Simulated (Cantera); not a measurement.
Input (Python, Cantera):

```python
import numpy as np
import cantera as ct

gas = ct.Solution("gri30.yaml")
gas.TPX = 1898, 2666, {'C3H8': 1, 'H2': 28}
reactor = ct.IdealGasConstPressureReactor(gas, energy="off", clone=False)
net = ct.ReactorNet([reactor])
net.rtol, net.atol = 1e-08, 1e-18
show = ['C3H8', 'H2', 'CH3', 'C2H6', 'C2H2']
times = np.geomspace(3e-05, 20, 11)

steps = ct.SolutionArray(gas, extra=["t"])
rows = []
print(f"{'t/s':>10s}{'T/K':>9s}{'P/Pa':>11s}" + "".join(f"{s:>11s}" for s in show))
for t in times:
    while net.time < t:
        t_next = net.step()
        steps.append(gas.state, t=t_next)
    rows.append([np.interp(t, steps.t, y) for y in (steps.T, steps.P, *steps(*show).X.T)])
    print(f"{t:10.3e}{rows[-1][0]:9.1f}{rows[-1][1]:11.4g}" + "".join(f"{x:11.3e}" for x in rows[-1][2:]))
rate = np.gradient(steps.T, steps.t)
print("integrator steps:", len(steps.t))
if steps.T.max() > steps.T[0] + 200:
    print(f"time of steepest temperature rise: {steps.t[rate.argmax()]:.4e} s")
gas.TPX = 1898, 2666, {'C3H8': 1, 'H2': 28}
gas.equilibrate("TP")
print(f"equilibrium (TP): T = {gas.T:.1f} K  " + "  ".join(f"{s} {gas[s].X[0]:.3e}" for s in show))
```

It prints:

```
       t/s      T/K       P/Pa       C3H8         H2        CH3       C2H6       C2H2
 3.000e-05   1898.0       2666  1.214e-02  9.373e-01  1.416e-02  9.607e-04  3.871e-04
 1.147e-04   1898.0       2666  9.849e-06  9.159e-01  9.388e-03  6.176e-05  1.172e-02
 4.384e-04   1898.0       2666  1.090e-08  9.218e-01  5.743e-03  2.152e-05  2.396e-02
 1.676e-03   1898.0       2666  4.654e-09  9.266e-01  3.754e-03  1.251e-05  2.811e-02
 6.407e-03   1898.0       2666  1.422e-09  9.321e-01  2.242e-03  5.850e-06  3.191e-02
 2.449e-02   1898.0       2666  3.469e-10  9.385e-01  1.382e-03  2.298e-06  3.727e-02
 9.364e-02   1898.0       2666  2.371e-11  9.450e-01  5.947e-04  3.795e-07  4.320e-02
 3.580e-01   1898.0       2666  3.870e-13  9.477e-01  1.579e-04  2.380e-08  4.592e-02
 1.369e+00   1898.0       2666  7.741e-15  9.483e-01  3.866e-05  1.451e-09  4.655e-02
 5.232e+00   1898.0       2666  1.436e-15  9.484e-01  1.632e-05  3.216e-10  4.666e-02
 2.000e+01   1898.0       2666  1.292e-15  9.484e-01  1.522e-05  2.899e-10  4.667e-02
integrator steps: 1406
equilibrium (TP): T = 1898.0 K  C3H8 1.292e-15  H2 9.484e-01  CH3 1.523e-05  C2H6 2.900e-10  C2H2 4.667e-02
```

Model: GRI-Mech 3.0 (53 species, 325 reactions), integrated in Cantera. GRI-Mech 3.0 was tuned for natural gas; its chemistry of propane as a main component is partial and can be far from experiment. GRI-Mech 3.0 stops at C3 and has no aromatics, soot or wall deposition, so with more carbon than oxygen in the feed, carbon stays in small species such as C2H2 where larger ones or solid carbon would form. Radical loss at walls, strong at low pressure, is not modelled.
